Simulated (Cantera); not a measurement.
Input: 1 mol Si, 1.6 mol HCl, 13 mol H₂, held at 13.0 bar.

Cantera equilibrium calculation (NASA polynomials, part measured and part estimated; ideal gas, pure solids and liquids). Candidate condensed phases: Si; 19 gas species. The tables' values for SiCl₃ are old estimates; treat these amounts as uncertain. Kinetics and transport are ignored.

At 1173 K, list the 4 most abundant gas species with their mole fractions, and the condensed phases.

H₂ 0.956, SiHCl₃ 0.0175, HCl 0.0120, SiCl₄ 0.00941. Condensed: Si(s).
